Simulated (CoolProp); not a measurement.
Properties of n-perfluorohexane at several states.

Model: reference Helmholtz-energy equation of state, Gao 2022, in CoolProp.

```tsv
T (K)	p (MPa)	phase	isothermal compressibility (1/MPa)	expansivity (1/kK)
375.7	2.28	liquid	0.008300	2.602
432.5	0.0151	gas	66.45	2.340
402.4	0.836	liquid	0.02317	4.486
307.9	0.808	liquid	0.003038	1.782
426.2	0.056	gas	18.11	2.461
406.1	1.31	liquid	0.02314	4.402
```
